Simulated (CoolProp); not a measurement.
Tetrahydrofuran at 412.34 K and 3.31 MPa is throttled through a valve to 1.35 MPa with no heat exchange. Each further row changes one setting.

The numbers come from the reference Helmholtz-energy equation of state, Fiedler 2023 in CoolProp.

```
case                       temperature change (K)  final phase  final density (kg/m³)
-------------------------  ----------------------  -----------  ---------------------
as stated                                       …       liquid                    745
outlet pressure 0.405 MPa                       …            …                      …
outlet pressure 1.76 MPa                        …       liquid                    746
```

Question: Complete the blanks.

Answer: 
- as stated, temperature change (K): +0.3
- outlet pressure 0.405 MPa, temperature change (K): -23.2
- outlet pressure 0.405 MPa, final phase: two-phase, vapour fraction 0.136
- outlet pressure 0.405 MPa, final density (kg/m³): 66.6
- outlet pressure 1.76 MPa, temperature change (K): +0.2
